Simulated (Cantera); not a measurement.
A perfectly stirred reactor is fed with H₂ : O₂ = 0.076 : 1 (molar parts), equivalence ratio 0.038, at 0.0132 atm; it is held at 1000 K, and followed from long to short residence time.

Cantera simulation using the H2/O2 subset of GRI-Mech 3.0, which has no nitrogen chemistry; the numbers are that mechanism's predictions, not measurements. Radical loss at walls, strong at low pressure, is not modelled. The temperature is held fixed by assumption; the heat of reaction is taken as removed at once.

Q: What does this change do: pressure from 0.0132 atm to 0.0263 atm?

A: 
| quantity | before | after |
|---|---|---|
| x(H₂) at τ = 0.920 s | 0.000609 | 0.000518 |
| x(O₂) at τ = 0.920 s | 0.925 | 0.926 |
| x(H₂O) at τ = 0.920 s | 0.0722 | 0.0725 |
| x(OH) at τ = 0.920 s | 0.000499 | 0.000302 |
| x(HO₂) at τ = 0.920 s | 4.18e-6 | 5.42e-6 |
| x(H₂) at τ = 57.0 ms | 0.00294 | 0.00244 |
| x(O₂) at τ = 57.0 ms | 0.918 | 0.923 |
| x(H₂O) at τ = 57.0 ms | 0.0676 | 0.0697 |
| x(OH) at τ = 57.0 ms | 0.00145 | 0.000923 |
| x(HO₂) at τ = 57.0 ms | 7.63e-6 | 1.22e-5 |
